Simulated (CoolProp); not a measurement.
Model: reference Helmholtz-energy equation of state, Span 2000, in CoolProp.

### Question
Give the vapour pressure (bar), surface tension (mN/m), vapour viscosity (µPa s) of saturated nitrogen at -167.15 °C.

### Answer
| T (°C) | p (bar) | surface tension (mN/m) | vapour viscosity (µPa s) |
|---|---|---|---|
| -167.15 | 11.5 | 2.95 | 8.10 |

Viscosity comes from a separate model (Lemmon 2004). Surface tension comes from a separate correlation (Mulero 2012).
